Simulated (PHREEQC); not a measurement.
Solution A (0.0028 mol HF, 0.0062 mol (CH3)4NF, 0.037 mol H2SiF6 and 0.0016 mol HCl per kg of water) is mixed with solution B (94 mmol/kgw HF, 37 mmol/kgw H2SiF6, 2.3 mmol/kgw H3BO3 and 23 mmol/kgw HCl) at 25 °C; shares are by mass of water, 1 kg in all. Oxygen is held at 0.21 atm. No CO2 enters from the air. The run lets SiO2(a) precipitate or redissolve, and no other solid.

Computed with PHREEQC (ion-association model, wateq4f.dat).

```tsv
share of solution B	pH	HF (mol/kgw)	H2F2 (mol/kgw)
0	1.25	0.00995	0.000265
0.1	?	0.0152	0.000621
0.2	1.21	0.0214	0.00122
0.3	?	0.0273	0.00200
0.4	?	0.0329	0.00291
0.5	?	0.0384	0.00395
0.6	?	0.0436	0.00509
0.7	1.13	0.0486	0.00633
0.8	?	0.0534	0.00766
0.9	?	0.0581	0.00907
1	1.09	0.0626	0.0106
```

Problem. Fill in the missing entries.

Solution. 
- 0.1, pH: 1.23
- 0.3, pH: 1.19
- 0.4, pH: 1.17
- 0.5, pH: 1.16
- 0.6, pH: 1.14
- 0.8, pH: 1.12
- 0.9, pH: 1.10

Species that the database lacks are ignored. (CH3)4N+ isn't in the database: it is added as a free cation with an ion size of 4 Å. wateq4f.dat counts part of the HF as a dimer, H2F2, which phreeqc.dat doesn't know; its constant is uncertain. SiF6-2 is the database's only silicon fluoride. Real BF4- forms and hydrolyses slowly; the run takes it at equilibrium.
